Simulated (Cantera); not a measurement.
Cantera run:

```python
import numpy as np
import cantera as ct

gas_names = """
    CL CL2 H HCL H2 Si SiCL SiCL2 SiCL3 SiCL4 SiH SiHCL3 SiH2 SiH2CL2 SiH3 SiH3CL SiH4 Si2 Si3
""".split()
cond_names = """
    Si(cr) Si(L)
""".split()


def load(file, names, dense=False):
    # The tables refer to 1 bar. Condensed volumes are neglected.
    table = {s.name: s for s in ct.Species.list_from_file(file)}
    out = []
    for n in names:
        d = dict(table[n].input_data)
        d["thermo"] = dict(d["thermo"], **{"reference-pressure": 1e5})
        if dense:
            d["equation-of-state"] = {"model": "constant-volume", "density": "1e6 g/cm^3"}
        out.append(ct.Species.from_dict(d))
    return out


gas = ct.Solution(thermo="ideal-gas", species=load("nasa_gas.yaml", gas_names))
cond = {s.name: ct.Solution(thermo="fixed-stoichiometry", species=[s], name=s.name)
        for s in load("nasa_condensed.yaml", cond_names, dense=True)}
atoms = {
    'SiCl4': {'Si': 1, 'CL': 4},
    'H2': {'H': 2},
}
top_T = {}  # K; cautious upper limits of use, not melting points


def equilibrate(T, P, feed):
    n = {}
    for name, mol in feed.items():
        for a, k in atoms[name].items():
            n[a] = n.get(a, 0.0) + k * mol
    gas.TPX = T, P, n
    mass = sum(n.values()) * gas.mean_molecular_weight
    gas.equilibrate("TP")
    valid = [c for c in cond.values() if c.min_temp <= T <= top_T.get(c.name, c.max_temp)]
    mix = ct.Mixture([(gas, mass / gas.mean_molecular_weight)] + [(c, 0.0) for c in valid])
    mix.T, mix.P = T, P
    mix.equilibrate("TP", solver="vcs", rtol=1e-11, max_steps=5000)
    return mix


results = []
feed = {'SiCl4': 1, 'H2': 8.1}  # mol
P = 100000  # Pa
for T in [848, 923, 998, 1073, 1148, 1223, 1298, 1373, 1448]:
    mix = equilibrate(T, P, feed)
    results.append((T, P, feed, dict(zip(mix.species_names, mix.species_moles))))

top = {s: max(r[3][s] / sum(r[3][g] for g in gas_names) for r in results) for s in gas_names}
cols = sorted((s for s in top if top[s] > 0.001), key=lambda s: -top[s])[:5]
seen = [c for c in cond_names if any(r[3].get(c, 0) > 1e-12 for r in results)]
print("log10 of partial pressures in bar; condensed amounts in mol")
print(f"{'T/K':>10s}" + "".join(f"{s[:9]:>10s}" for s in cols + seen))
for T, P, feed, n in results:
    ng = sum(n[g] for g in gas_names)
    print(f"{T:10.4g}" + "".join(f"{np.log10(max(n[s] / ng * P / 1e5, 1e-99)):10.3f}" for s in cols)
          + "".join(f"{n.get(c, 0):10.4g}" for c in seen))
```

Output:

```
log10 of partial pressures in bar; condensed amounts in mol
       T/K        H2       HCL     SiCL4     SiCL2    SiHCL3
       848    -0.056    -1.923    -1.009    -6.467    -1.932
       923    -0.059    -1.761    -1.032    -5.313    -1.779
       998    -0.062    -1.625    -1.061    -4.343    -1.658
      1073    -0.066    -1.507    -1.096    -3.527    -1.567
      1148    -0.070    -1.397    -1.139    -2.851    -1.510
      1223    -0.076    -1.283    -1.194    -2.313    -1.498
      1298    -0.084    -1.163    -1.269    -1.910    -1.536
      1373    -0.095    -1.044    -1.376    -1.620    -1.627
      1448    -0.108    -0.939    -1.526    -1.415    -1.763
```

Method: chemical equilibrium by Gibbs-energy minimisation in Cantera with the NASA 1993 tables (ideal gas, pure condensed phases). The tables' values for SiCl3 are old estimates; treat these amounts as uncertain.
